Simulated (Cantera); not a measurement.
Input: 1 mol SiH₂Cl₂, 23 mol NH₃, equilibrated at 1.20 mbar.

Equilibrium computed with Cantera from the NASA thermochemical tables; the gas is ideal and each condensed phase is pure. Candidate condensed phases: NH₄Cl, Si, Si₃N₄; 28 gas species. Gases not in the tables: Si₂H₆ and higher silanes. Rates play no part.

Which condensed phases are stable at each of these points (T (K)): 873, 973, 1073, 1173, 1273, 1373, 1473, 1573, 1673, 1773?


```json
[
 {"T (K)": "873", "condensed phases": "Si₃N₄(s)", "Si condensed (%)": "100.0"},
 {"T (K)": "973", "condensed phases": "Si₃N₄(s)", "Si condensed (%)": "100.0"},
 {"T (K)": "1073", "condensed phases": "Si₃N₄(s)", "Si condensed (%)": "100.0"},
 {"T (K)": "1173", "condensed phases": "Si₃N₄(s)", "Si condensed (%)": "100.0"},
 {"T (K)": "1273", "condensed phases": "Si₃N₄(s)", "Si condensed (%)": "99.7"},
 {"T (K)": "1373", "condensed phases": "Si₃N₄(s)", "Si condensed (%)": "98.4"},
 {"T (K)": "1473", "condensed phases": "Si₃N₄(s)", "Si condensed (%)": "93.2"},
 {"T (K)": "1573", "condensed phases": "Si₃N₄(s)", "Si condensed (%)": "80.3"},
 {"T (K)": "1673", "condensed phases": "Si(s)", "Si condensed (%)": "73.8"},
 {"T (K)": "1773", "condensed phases": "Si(l)", "Si condensed (%)": "67.5"}
]
```

From 873 K to 1573 K the condensed part is Si₃N₄(s). At 1673 K the condensed part is Si(s). At 1773 K the condensed part is Si(l).
